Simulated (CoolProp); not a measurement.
Vapour-liquid equilibrium of R134a (1) + methanol (2) at 471 kPa; x and y are mole fractions of (1).

Values from CoolProp's multi-fluid Helmholtz-energy mixture model, Tillner-Roth 1994 and de Reuck 1993; pair parameters Bell 2016.

| x | bubble temperature (K) | y at the bubble point | dew temperature at overall composition x (K) | liquid density (mol/L) |
|---|---|---|---|---|
| 0.05 | 351.1 | 0.639 | 380.7 | 22.02 |
| 0.15 | 320.6 | 0.894 | 377.0 | 21.29 |
| 0.25 | 310.1 | 0.937 | 372.9 | 20.06 |
| 0.35 | 305.2 | 0.952 | 368.4 | 18.78 |
| 0.45 | 302.1 | 0.960 | 363.3 | 17.57 |
| 0.55 | 299.6 | 0.967 | 357.4 | 16.43 |
| 0.65 | 297.1 | 0.973 | 350.3 | 15.37 |
| 0.75 | 294.5 | 0.980 | 341.3 | 14.39 |
| 0.85 | 291.7 | 0.988 | 328.6 | 13.48 |
| 0.95 | 288.6 | 0.996 | 305.8 | 12.63 |

No azeotrope shows between x = 0.05 and 0.95.

The pair parameters rest on a limited set of measurements; away from them the model extrapolates. With so large a gap from Raoult's law the liquid may split in two, which this calculation doesn't test in full.
